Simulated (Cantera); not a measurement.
**PbO + CO + H₂ (carbothermic reduction)**

Feed: 1 mol PbO, 9 mol CO, 0.42 mol H₂, equilibrated at 1 atm.

Method: chemical equilibrium by Gibbs-energy minimisation in Cantera with the NASA 1993 tables (ideal gas, pure condensed phases). Candidate condensed phases: C, C₆H₆, C₇H₈, C₈H₁₈, H₂O, Pb, PbO, PbO₂, Pb₃O₄; 113 gas species. Gases not in the tables: (PbO)n polymers. Kinetics and transport are ignored.

```json
[
 {"T (K)": "975", "log p CO": "-0.22", "log p CO₂": "-0.45", "log p Pb": "-5.04", "log p H₂": "-1.39", "log p H₂O": "-1.83", "log p H": "-9.64", "n C(graphite)": "1.77", "n Pb(l)": "1.000"},
 {"T (K)": "1125", "log p CO": "-0.06", "log p CO₂": "-0.99", "log p Pb": "-3.72", "log p H₂": "-1.40", "log p H₂O": "-2.28", "log p H": "-8.05", "n C(graphite)": "0", "n Pb(l)": "0.998"},
 {"T (K)": "1275", "log p CO": "-0.06", "log p CO₂": "-1.00", "log p Pb": "-2.72", "log p H₂": "-1.42", "log p H₂O": "-2.14", "log p H": "-6.84", "n C(graphite)": "0", "n Pb(l)": "0.982"},
 {"T (K)": "1425", "log p CO": "-0.07", "log p CO₂": "-1.01", "log p Pb": "-1.94", "log p H₂": "-1.45", "log p H₂O": "-2.04", "log p H": "-5.89", "n C(graphite)": "0", "n Pb(l)": "0.892"},
 {"T (K)": "1575", "log p CO": "-0.08", "log p CO₂": "-1.04", "log p Pb": "-1.31", "log p H₂": "-1.49", "log p H₂O": "-1.98", "log p H": "-5.13", "n C(graphite)": "0", "n Pb(l)": "0.522"},
 {"T (K)": "1725", "log p CO": "-0.10", "log p CO₂": "-1.07", "log p Pb": "-1.01", "log p H₂": "-1.53", "log p H₂O": "-1.95", "log p H": "-4.50", "n C(graphite)": "0", "n Pb(l)": "0"},
 {"T (K)": "1875", "log p CO": "-0.10", "log p CO₂": "-1.07", "log p Pb": "-1.01", "log p H₂": "-1.55", "log p H₂O": "-1.90", "log p H": "-3.96", "n C(graphite)": "0", "n Pb(l)": "0"},
 {"T (K)": "2025", "log p CO": "-0.10", "log p CO₂": "-1.08", "log p Pb": "-1.01", "log p H₂": "-1.56", "log p H₂O": "-1.87", "log p H": "-3.50", "n C(graphite)": "0", "n Pb(l)": "0"},
 {"T (K)": "2175", "log p CO": "-0.10", "log p CO₂": "-1.08", "log p Pb": "-1.01", "log p H₂": "-1.58", "log p H₂O": "-1.85", "log p H": "-3.10", "n C(graphite)": "0", "n Pb(l)": "0"},
 {"T (K)": "2325", "log p CO": "-0.10", "log p CO₂": "-1.09", "log p Pb": "-1.02", "log p H₂": "-1.60", "log p H₂O": "-1.83", "log p H": "-2.76", "n C(graphite)": "0", "n Pb(l)": "0"}
]
```
log p: log10 of the partial pressure in bar; n: condensed amount in mol.

At 975 K the condensed part is C(graphite) + Pb(l). From 1125 K to 1575 K the condensed part is Pb(l). From 1725 K to 2325 K nothing is condensed.
